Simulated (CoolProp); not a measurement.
A simple Rankine cycle with water: condensing at 327.15 K, boiler at 0.548 MPa, turbine inlet 433.5 K, turbine efficiency 0.85, pump efficiency 0.6, no recuperator. Each further row changes one setting.

Model: reference Helmholtz-energy equation of state, Wagner 2002, in CoolProp.

```
case                             thermal efficiency (%)  net work (kJ/kg)  heat in (kJ/kg)  turbine exit temperature (K)  volume ratio over the turbine
-------------------------------  ----------------------  ----------------  ---------------  ----------------------------  -----------------------------
as stated                                          18.6               471             2540                         327.1                           25.0
turbine inlet 453.5 K                              18.6                 ?             2580                         327.1                           24.1
condensing temperature 319.15 K                    19.9               512             2570                         319.1                           35.9
boiler pressure 0.384 MPa                          16.8               430                ?                         327.1                              ?
turbine efficiency 0.75                               ?               415             2540                         327.1                           25.7
```

**Question.** Complete the blanks.

**Answer.** 
- turbine inlet 453.5 K, net work (kJ/kg): 481
- boiler pressure 0.384 MPa, heat in (kJ/kg): 2550
- boiler pressure 0.384 MPa, volume ratio over the turbine: 17.7
- turbine efficiency 0.75, thermal efficiency (%): 16.4

The expansion ends wet for: as stated; turbine inlet 453.5 K; condensing temperature 319.15 K; boiler pressure 0.384 MPa; turbine efficiency 0.75.
